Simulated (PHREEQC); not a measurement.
## Copper plating or etch bath (model solution)

Solution (43 °C): 61 mmol/kgw CuSO4 and 130 mmol/kgw HNO3. Closed to the air; pH follows from the charge balance.

All values are PHREEQC results (ion-association model, wateq4f.dat), not measurements.

No solid was allowed to form.

Question: What pH does the model give?

Answer: pH 1.16.

Question: In which forms is Cu present?

Answer: Cu+2 85 %, CuSO4 15 % of the Cu.

Away from 25 °C the constants follow the database's enthalpies or fits; those with neither stay at their 25 °C values.
